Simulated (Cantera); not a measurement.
A closed system holds: 1 mol CH₄, 0.053 mol NH₃, 0.28 mol N₂, held at 1.33 mbar.

Method: chemical equilibrium by Gibbs-energy minimisation in Cantera with the NASA 1993 tables (ideal gas, pure condensed phases). Candidate condensed phases: C, C₆H₆, C₇H₈, C₈H₁₈; 92 gas species. The numbers say what is thermodynamically allowed, not how fast it happens.

x: gas mole fraction; n: condensed amount in mol.

```tsv
T (°C)	x H₂	x N₂	x H	x HCN	x CH₄	x C₂H₂ (acetylene)	x HNC	n C(graphite)
577	0.871	0.129	5.24e-10	1.02e-7	0.000629	8.31e-12	4.17e-11	0.999
677	0.871	0.128	1.42e-8	7.47e-7	0.000170	2.39e-10	7.51e-10	1.000
777	0.871	0.128	2.07e-7	3.72e-6	5.80e-5	3.60e-9	7.79e-9	1.000
877	0.872	0.128	1.91e-6	1.40e-5	2.37e-5	3.37e-8	5.36e-8	1.000
977	0.871	0.128	…	…	…	…	…	1.000
1077	0.871	0.128	6.09e-5	0.000109	5.84e-6	1.08e-6	1.07e-6	1.000
1177	0.871	0.128	0.000242	0.000245	3.34e-6	4.25e-6	3.50e-6	0.999
1277	0.871	0.128	0.000805	0.000497	2.05e-6	1.40e-5	9.81e-6	0.999
1377	0.869	0.128	0.00232	0.000921	1.34e-6	3.96e-5	2.42e-5	0.998
1477	0.865	0.127	…	…	…	…	…	0.996
1577	0.857	0.126	0.0137	0.00256	6.41e-7	0.000224	0.000108	0.993
```

Problem. What belongs in the gaps?

Solution. 
- 1477, x H: 0.00592
- 1477, x HCN: 0.00159
- 1477, x CH₄: 9.11e-7
- 1477, x C₂H₂ (acetylene): 9.94e-5
- 1477, x HNC: 5.36e-5
- 977, x H: 1.24e-5
- 977, x HCN: 4.24e-5
- 977, x CH₄: 1.11e-5
- 977, x C₂H₂ (acetylene): 2.20e-7
- 977, x HNC: 2.70e-7
